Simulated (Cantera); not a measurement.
A closed system holds: 1 mol n-butane, 0.048 mol O₂, held at 1948.15 K.

These are equilibrium values from Cantera (NASA tables, ideal gas, pure condensed phases), not measurements of a reactor. Candidate condensed phases: C, C₆H₆, C₇H₈, C₈H₁₈, H₂O; 110 gas species. Equilibrium is a limit: real reactors are often held back by kinetics, nucleation or transport.

Q: At 0.400 bar, list the 5 most abundant gas species with their mole fractions, and the condensed phases.

A: H₂ 0.979, CO 0.0188, H 0.00177, C₂H₂ (acetylene) 0.000528, CH₄ 0.000187. Condensed: C(graphite).
